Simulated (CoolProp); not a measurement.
Vapour-liquid equilibrium of dimethyl ether (1) + chloromethane (R40) (2) at 293.9 K; x and y are mole fractions of (1).

The numbers come from the multi-fluid Helmholtz-energy mixture model, Wu 2011 and Thol 2014; pair parameters Bell 2016 in CoolProp.

```
x     bubble pressure, mixture model (MPa)  bubble pressure, Raoult's law (MPa)  y, mixture model  y, Raoult's law
----  ------------------------------------  -----------------------------------  ----------------  ---------------
0.05                                0.5052                               0.5098             0.044            0.051
0.15                                0.4982                               0.5110             0.137            0.153
0.25                                0.4930                               0.5122             0.236            0.254
0.35                                0.4897                               0.5134             0.341            0.355
0.45                                0.4885                               0.5146             0.450            0.456
0.55                                0.4895                               0.5158             0.559            0.556
0.65                                0.4928                               0.5169             0.667            0.655
0.75                                0.4984                               0.5181             0.770            0.754
0.85                                0.5060                               0.5193             0.868            0.853
0.95                                0.5156                               0.5205             0.958            0.951
```

The largest gap from Raoult's law is -5.1 % in bubble pressure, at x = 0.55. y crosses x between x = 0.45 and 0.55: the model has an azeotrope there.

Pair parameters are fitted to limited data, so mixtures are less certain than the pure fluids.
